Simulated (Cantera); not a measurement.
An adiabatic, constant-volume homogeneous reactor starts with CH₃OH : O₂ : N₂ = 1 : 0.833 : 3.13 (molar parts), equivalence ratio 1.8, at 1350 K and 650000 Pa. Integrator tolerance rtol = 1e-08.

Cantera simulation using GRI-Mech 3.0 (53 species, 325 reactions); the numbers are that mechanism's predictions, not measurements. GRI-Mech 3.0 was tuned for natural gas; its chemistry of methanol as a main component is partial and can be far from experiment.

What does this change do: pressure from 650000 Pa to 44000 Pa?


```tsv
quantity	before	after
time of steepest temperature rise	0.187 ms	1.93 ms
temperature at 3.00 s	2895 K	2740 K
equilibrium temperature	2895 K	2740 K
x(CH₃OH) at 3.00 s	2.83e-12 (gas-phase equilibrium 2.93e-12)	<1e-12 (gas-phase equilibrium <1e-12)
x(O₂) at 3.00 s	0.000308 (gas-phase equilibrium 0.000308)	0.00130 (gas-phase equilibrium 0.00130)
x(H₂O₂) at 3.00 s	2.38e-7 (gas-phase equilibrium 2.38e-7)	9.05e-8 (gas-phase equilibrium 9.05e-8)
x(HCO) at 3.00 s	1.52e-6 (gas-phase equilibrium 1.52e-6)	2.69e-7 (gas-phase equilibrium 2.69e-7)
x(C₂H₆) at 3.00 s	<1e-12 (gas-phase equilibrium <1e-12)	<1e-12 (gas-phase equilibrium <1e-12)
x(H₂) at 3.00 s	0.0948 (gas-phase equilibrium 0.0948)	0.0949 (gas-phase equilibrium 0.0949)
x(C₂H) at 3.00 s	<1e-12 (gas-phase equilibrium <1e-12)	<1e-12 (gas-phase equilibrium <1e-12)
```

What does this change do: CH3OH 1 to 2.7 parts?


```tsv
quantity	before	after
time of steepest temperature rise	0.187 ms	0.150 ms
temperature at 3.00 s	2895 K	1947 K
equilibrium temperature	2895 K	1947 K
x(CH₃OH) at 3.00 s	2.83e-12 (gas-phase equilibrium 2.93e-12)	4.24e-10 (gas-phase equilibrium 4.29e-10)
x(O₂) at 3.00 s	0.000308 (gas-phase equilibrium 0.000308)	3.22e-10 (gas-phase equilibrium 3.22e-10)
x(H₂O₂) at 3.00 s	2.38e-7 (gas-phase equilibrium 2.38e-7)	1.44e-11 (gas-phase equilibrium 1.44e-11)
x(HCO) at 3.00 s	1.52e-6 (gas-phase equilibrium 1.52e-6)	2.38e-7 (gas-phase equilibrium 2.38e-7)
x(C₂H₆) at 3.00 s	<1e-12 (gas-phase equilibrium <1e-12)	<1e-12 (gas-phase equilibrium <1e-12)
x(H₂) at 3.00 s	0.0948 (gas-phase equilibrium 0.0948)	0.351 (gas-phase equilibrium 0.351)
x(C₂H) at 3.00 s	<1e-12 (gas-phase equilibrium <1e-12)	<1e-12 (gas-phase equilibrium <1e-12)
```

What does this change do: 0.11 parts H2 added?


```json
[
 {"quantity": "time of steepest temperature rise", "before": "0.187 ms", "after": "0.171 ms"},
 {"quantity": "temperature at 3.00 s", "before": "2895 K", "after": "2879 K"},
 {"quantity": "equilibrium temperature", "before": "2895 K", "after": "2879 K"},
 {"quantity": "x(CH₃OH) at 3.00 s", "before": "2.83e-12 (gas-phase equilibrium 2.93e-12)", "after": "3.62e-12 (gas-phase equilibrium 3.74e-12)"},
 {"quantity": "x(O₂) at 3.00 s", "before": "0.000308 (gas-phase equilibrium 0.000308)", "after": "0.000220 (gas-phase equilibrium 0.000220)"},
 {"quantity": "x(H₂O₂) at 3.00 s", "before": "2.38e-7 (gas-phase equilibrium 2.38e-7)", "after": "1.95e-7 (gas-phase equilibrium 1.95e-7)"},
 {"quantity": "x(HCO) at 3.00 s", "before": "1.52e-6 (gas-phase equilibrium 1.52e-6)", "after": "1.57e-6 (gas-phase equilibrium 1.57e-6)"},
 {"quantity": "x(C₂H₆) at 3.00 s", "before": "<1e-12 (gas-phase equilibrium <1e-12)", "after": "<1e-12 (gas-phase equilibrium <1e-12)"},
 {"quantity": "x(H₂) at 3.00 s", "before": "0.0948 (gas-phase equilibrium 0.0948)", "after": "0.107 (gas-phase equilibrium 0.107)"},
 {"quantity": "x(C₂H) at 3.00 s", "before": "<1e-12 (gas-phase equilibrium <1e-12)", "after": "<1e-12 (gas-phase equilibrium <1e-12)"}
]
```
